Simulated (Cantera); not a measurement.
An isothermal, constant-pressure homogeneous reactor starts with CH4 : N2 = 1 : 20 (molar parts), at 1700 K and 0.00247 atm. Integrator tolerance rtol = 1e-08.

Detailed kinetics in Cantera: GRI-Mech 3.0 (53 species, 325 reactions). GRI-Mech 3.0 stops at C3 and has no aromatics, soot or wall deposition, so with more carbon than oxygen in the feed, carbon stays in small species such as C2H2 where larger ones or solid carbon would form. Radical loss at walls, strong at low pressure, is not modelled.

```
quantity                                              before                                     after
-----------------  -----------------------------------------  ----------------------------------------
x(CH4) at 30.0 s    0.000146 (gas-phase equilibrium 3.74e-7)    0.0476 (gas-phase equilibrium 8.21e-5)
x(H) at 30.0 s     0.000441 (gas-phase equilibrium 0.000773)  3.08e-10 (gas-phase equilibrium 2.54e-6)
x(HCN) at 30.0 s      2.50e-5 (gas-phase equilibrium 0.0365)     <1e-12 (gas-phase equilibrium 0.0307)
x(C2H) at 30.0 s     8.22e-7 (gas-phase equilibrium 2.85e-7)   <1e-12 (gas-phase equilibrium 7.94e-11)
x(C2H4) at 30.0 s    3.42e-7 (gas-phase equilibrium 3.67e-8)   1.05e-6 (gas-phase equilibrium 7.07e-6)
```

Task: Name the change that produced these shifts.
A) temperature 1700 to 1375 K
B) pressure from 0.00247 atm to 0.132 atm
C) temperature 1700 to 1250 K
D) CH4 1 to 7.2 parts

Result: C, temperature 1700 to 1250 K
